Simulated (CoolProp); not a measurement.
Carbonyl sulfide at 298.15 K and 0.921 MPa is throttled through a valve to 0.265 MPa with no heat exchange. Each further row changes one setting.

Computed with CoolProp (reference Helmholtz-energy equation of state, Lemmon 2006). It is a short technical equation, of lower accuracy than the large ones.

```csv
case,temperature change (K),final density (kg/m³)
as stated,-14.8,7.00
outlet pressure 0.0795 MPa,-19.1,2.08
outlet pressure 0.345 MPa,-12.9,9.15
```
